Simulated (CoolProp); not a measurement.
R236FA along the isobar 3.91 MPa: density (kg/m³) from the reference equation and from simpler models built on Tc = 398.1 K, pc = 3.191 MPa, ω = 0.377; each cubic takes its own stable root.

Model: reference Helmholtz-energy equation of state, Pan 2012, in CoolProp.

```json
[
 {"T (K)": "315.4", "phase": "liquid", "reference": "1320", "van der Waals": "807.9", "Redlich-Kwong": "1128", "Peng-Robinson": "1349"},
 {"T (K)": "322.5", "phase": "liquid", "reference": "1295", "van der Waals": "794.6", "Redlich-Kwong": "1102", "Peng-Robinson": "1320"},
 {"T (K)": "329.5", "phase": "liquid", "reference": "1270", "van der Waals": "780.8", "Redlich-Kwong": "1076", "Peng-Robinson": "1289"},
 {"T (K)": "336.6", "phase": "liquid", "reference": "1243", "van der Waals": "766.2", "Redlich-Kwong": "…", "Peng-Robinson": "…"},
 {"T (K)": "343.6", "phase": "liquid", "reference": "…", "van der Waals": "751.0", "Redlich-Kwong": "1020", "Peng-Robinson": "1220"},
 {"T (K)": "350.7", "phase": "liquid", "reference": "1185", "van der Waals": "734.7", "Redlich-Kwong": "989.1", "Peng-Robinson": "1181"},
 {"T (K)": "357.7", "phase": "liquid", "reference": "1153", "van der Waals": "717.6", "Redlich-Kwong": "956.6", "Peng-Robinson": "1140"},
 {"T (K)": "364.8", "phase": "liquid", "reference": "1118", "van der Waals": "698.9", "Redlich-Kwong": "921.2", "Peng-Robinson": "1093"},
 {"T (K)": "371.8", "phase": "liquid", "reference": "1080", "van der Waals": "679.0", "Redlich-Kwong": "883.4", "Peng-Robinson": "1043"},
 {"T (K)": "378.9", "phase": "liquid", "reference": "1037", "van der Waals": "656.8", "Redlich-Kwong": "841.1", "Peng-Robinson": "984.8"},
 {"T (K)": "385.9", "phase": "liquid", "reference": "987.3", "van der Waals": "632.3", "Redlich-Kwong": "794.1", "Peng-Robinson": "918.5"},
 {"T (K)": "393", "phase": "liquid", "reference": "…", "van der Waals": "603.9", "Redlich-Kwong": "738.6", "Peng-Robinson": "837.3"},
 {"T (K)": "400", "phase": "supercritical", "reference": "836.7", "van der Waals": "570.4", "Redlich-Kwong": "…", "Peng-Robinson": "732.1"}
]
```

Task: Fill in the missing entries.

Result: 
- 336.6, Redlich-Kwong: 1049
- 336.6, Peng-Robinson: 1255
- 343.6, reference: 1215
- 393, reference: 924.3
- 400, Redlich-Kwong: 671.2
